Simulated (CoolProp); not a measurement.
Vapour-liquid equilibrium of hexamethyldisiloxane (MM) (1) + toluene (2) at 98.95 °C; x and y are mole fractions of (1).

Computed with CoolProp (multi-fluid Helmholtz-energy mixture model, Thol 2016 and Lemmon 2006; pair parameters Bell 2016).

| x | bubble pressure (bar) | y at the bubble point | dew pressure at overall composition x (bar) | liquid density (mol/L) |
|---|---|---|---|---|
| 0.05 | 0.7423 | 0.078 | 0.7338 | 8.212 |
| 0.125 | 0.7752 | 0.184 | 0.7566 | 7.700 |
| 0.2 | 0.8056 | 0.278 | 0.7802 | 7.236 |
| 0.275 | 0.8333 | 0.362 | 0.8045 | 6.815 |
| 0.35 | 0.8583 | 0.439 | 0.8292 | 6.431 |
| 0.425 | 0.8806 | 0.509 | … | 6.080 |
| 0.5 | 0.9004 | 0.575 | 0.8779 | 5.758 |
| 0.575 | 0.9177 | 0.637 | 0.9005 | 5.462 |
| 0.65 | 0.9326 | … | 0.9210 | 5.190 |
| 0.725 | 0.9451 | 0.759 | 0.9384 | … |
| 0.8 | 0.9552 | 0.820 | 0.9521 | 4.707 |
| 0.875 | 0.9626 | 0.884 | 0.9617 | 4.492 |
| 0.95 | 0.9671 | 0.952 | 0.9670 | 4.293 |

Question: Complete the blanks.

Answer: 
- 0.425, dew pressure at overall composition x (bar): 0.8538
- 0.65, y at the bubble point: 0.698
- 0.725, liquid density (mol/L): 4.939

No azeotrope shows between x = 0.05 and 0.95.

The pair parameters rest on a limited set of measurements; away from them the model extrapolates.
